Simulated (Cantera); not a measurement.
What does this Cantera script print?

```python
import numpy as np
import cantera as ct

gas_names = """
    H HO2 H2 H2O H2O2 H2S H2SO4 O OH O2 O3 S SH SO SO2 SO3 S2 S2O S8
""".split()
cond_names = """
    H2O(s) H2O(L) H2SO4(L) S(cr1) S(cr2) S(L)
""".split()


# ... load() reads the species with a 1 bar reference pressure and builds the phases ...
atoms = {
    'H2S': {'H': 2, 'S': 1},
    'O2': {'O': 2},
    'H2': {'H': 2},
}
top_T = {}  # K; cautious upper limits of use, not melting points


# ... equilibrate(T, P, feed) seeds the gas with the atoms and calls Mixture.equilibrate('TP', solver="vcs", rtol=1e-11, max_steps=5000) ...
results = []
feed = {'H2S': 1, 'O2': 0.048, 'H2': 0.63}  # mol
T = 3300  # K
P = 1333.22  # Pa
mix = equilibrate(T, P, feed)
results.append((T, P, feed, dict(zip(mix.species_names, mix.species_moles))))
x = sorted(zip(gas.X, gas.species_names), reverse=True)
print(f"T = {T:g} K  P = {P:g} Pa  gas = {mix.phase_moles(0):.4g} mol")
print("   x: " + "  ".join(f"{s} {v:.3e}" for v, s in x if v > 1e-06))
print("   condensed (mol): " + ("  ".join(f"{mix.phase(i).name} {mix.phase_moles(i):.4g}"
      for i in range(1, mix.n_phases) if mix.phase_moles(i) > 1e-12) or "none"))
```

Output:

```
T = 3300 K  P = 1333.22 Pa  gas = 4.103 mol
   x: H 6.921e-01  S 2.302e-01  H2 4.786e-02  O 1.626e-02  SO 4.797e-03  SH 4.187e-03  S2 2.236e-03  OH 1.895e-03  H2O 3.202e-04  O2 4.231e-05  SO2 1.920e-05  H2S 1.815e-05
   condensed (mol): none
```

These are equilibrium values from Cantera (NASA tables, ideal gas, pure condensed phases), not measurements of a reactor.
